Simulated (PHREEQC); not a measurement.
**Reverse-osmosis permeate: speciation**

Synthetic water in mg/L, 25 °C, pH 5.7, pe 10.3:

| constituent | mg/L |
|---|---|
| Na | 6.95 |
| K | 4.14 |
| Ca | 11.2 |
| Mg | 0.127 |
| Cl | 10.8 |
| S(6) as SO4 | 23.1 |
| Alkalinity as HCO3 | 11.4 |
| Si as SiO2 | 0.00601 |
| Li | 0.0057 |

Cl is adjusted to close the charge balance.
Valence states are taken as typed.

Computed with PHREEQC (ion-association model, phreeqc.dat).

Precipitation was switched off in this run.

Task: Predict the specific conductance.

Result: specific conductance 120 µS/cm.

Task: In which forms is C present?

Result: CO2 81 %, HCO3- 19 % of the C.
